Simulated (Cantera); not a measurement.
**Carbothermic reduction: PbO + CH4 + N2**

A closed system holds: 1 mol PbO, 3.5 mol CH4, 0.12 mol N2, at 1525 °C.

Method: chemical equilibrium by Gibbs-energy minimisation in Cantera with the NASA 1993 tables (ideal gas, pure condensed phases). Candidate condensed phases: C, C6H6, C7H8, C8H18, H2O, Pb, PbO, PbO2, Pb3O4; 139 gas species. Rates play no part.

```csv
P (Pa),x H2,x CO,x Pb,x H,x N2,x CH4,x HCN,x H2O,n C(graphite),n Pb(l)
10,0.740,0.108,0.108,0.0303,0.0127,4.24e-8,0.000589,2.30e-9,2.49,0
42,0.754,0.109,0.109,0.0149,0.0127,1.85e-7,0.000597,9.92e-9,2.49,0
180,0.761,0.109,0.109,0.00725,0.0128,8.06e-7,0.000600,4.30e-8,2.49,0
750,0.764,0.109,0.109,0.00356,0.0128,3.39e-6,0.000602,1.80e-7,2.49,0
3200,0.766,0.110,0.110,0.00172,0.0128,1.45e-5,0.000603,7.72e-7,2.49,0
13000,0.766,0.110,0.110,0.000856,0.0128,5.91e-5,0.000604,3.14e-6,2.49,0
56000,0.766,0.110,0.110,0.000412,0.0128,0.000255,0.000604,1.35e-5,2.49,0
240000,0.766,0.110,0.109,0.000199,0.0129,0.00109,0.000604,5.80e-5,2.48,0
1000000,0.832,0.120,0.0268,0.000102,0.0141,0.00536,0.000659,0.000288,2.45,0.777
```
x: gas mole fraction; n: condensed amount in mol.

From 0.000100 bar to 2.40 bar the condensed part is C(graphite). At 10.0 bar the condensed part is C(graphite) + Pb(l). The main Pb-bearing gas is Pb throughout.
